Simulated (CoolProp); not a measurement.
Saturated liquid density (kg/m³) of benzene: the reference equation beside estimates from Tc = 288.9 °C, pc = 49.06 bar, ω = 0.211.

Computed with CoolProp (reference Helmholtz-energy equation of state, Thol 2012).

```
T (°C)  reference  van der Waals  Redlich-Kwong  Soave-Redlich-Kwong  Peng-Robinson
------  ---------  -------------  -------------  -------------------  -------------
136.65      746.5          455.9          656.9                679.7          770.3
147.95      732.1          447.0          641.0                664.3          753.2
159.15      717.3          437.8          624.5                648.1          735.2
170.45      701.8          428.1          607.0                630.8          715.8
181.65      685.8          417.9          588.7                612.6          695.2
192.95      668.8          407.1          569.2                592.9          672.9
204.15      650.9          395.7          548.6                571.9          649.0
215.45      631.6          383.3          526.4                549.0          622.7
```

Absolute difference from the reference over all 8 rows, mean and median: van der Waals 39.1 and 39.0 %, Redlich-Kwong 14.0 and 13.8 %, Soave-Redlich-Kwong 10.7 and 10.4 %, Peng-Robinson 1.8 and 1.7 %.
